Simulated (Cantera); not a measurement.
Feed: 1 mol KCl, 1.1 mol N2, equilibrated at 1502 °C and 100000 Pa.

Equilibrium computed with Cantera from the NASA thermochemical tables; the gas is ideal and each condensed phase is pure. Candidate condensed phases: K, KCl; 8 gas species. Kinetics and transport are ignored.

Base state: N2 0.545, KCl 0.416, K2Cl2 0.0397, K 9.05e-5, Cl 9.03e-5 (mole fractions); condensed: gas only.

What changes in the equilibrium state with this change: temperature from 1502 °C to 1702 °C?


| species | before | after |
|---|---|---|
| N2 | 0.545 | 0.531 |
| KCl | 0.416 | 0.454 |
| K2Cl2 | 0.0397 | 0.0140 |
| Cl | 9.03e-5 | 0.000417 |
| K | 9.05e-5 | 0.000418 |

What changes in the equilibrium state with this change: N2 from 1.1 to 1.9 mol?


```
species   before    after
-------  -------  -------
N2         0.545    0.669
KCl        0.416    0.309
K2Cl2     0.0397   0.0219
K        9.05e-5  7.80e-5
Cl       9.03e-5  7.78e-5
```

What changes in the equilibrium state with this change: temperature from 1502 °C to 727 °C?


| species | before | after |
|---|---|---|
| N2 | 0.545 | 1.000 |
| KCl | 0.416 | 0.000132 |
| K2Cl2 | 0.0397 | 5.37e-5 |
| K | 9.05e-5 | <1e-9 |
| Cl | 9.03e-5 | <1e-9 |
| KCl(s), mol | 0 | 1.000 |
